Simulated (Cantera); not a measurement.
A freely propagating, adiabatic, planar premixed flame of 20.4 % H2, 16.7 % O2, 62.9 % N2, unburnt at 375 K and 0.120 bar; mixture-averaged transport, grid criteria slope 0.08 and curve 0.16, no radiation.

Cantera simulation using the H2/O2 subset of GRI-Mech 3.0, which has no nitrogen chemistry; the numbers are that mechanism's predictions, not measurements. Burning velocities carry a grid error of a few per cent, more on coarse grids. Lean hydrogen flames are cellular in practice and burn faster than this planar one.

**Question.** Predict: laminar burning velocity; thermal thickness; peak x(HO2); peak x(O); peak x(H).

**Answer.** 
| Property | Result |
|---|---|
| laminar burning velocity | 166 cm/s |
| thermal thickness | 5.76 mm |
| peak x(HO2) | 0.000105 |
| peak x(O) | 0.0122 |
| peak x(H) | 0.0326 |
